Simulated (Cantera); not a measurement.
A perfectly stirred reactor is fed with H₂ : O₂ = 0.11 : 1 (molar parts), equivalence ratio 0.055, at 10.00 Torr; it is held at 1450 K, and followed from long to short residence time.

Computed with Cantera and the H2/O2 subset of GRI-Mech 3.0, which has no nitrogen chemistry. Radical loss at walls, strong at low pressure, is not modelled. The temperature is held fixed by assumption; the heat of reaction is taken as removed at once.

One state of this run: x H₂ = 0.00254; x O₂ = 0.846; x H₂O = 0.0879; x HO₂ = 2.84e-6; x H₂O₂ = 8.51e-8; x O = 0.0429; x H = 0.0104. x: mole fraction; the columns are a selection and need not sum to one.

Q: Which value of τ (s) does it belong to?
A) 0.31
B) 15
C) 0.024
D) 0.087

A: C, 0.024
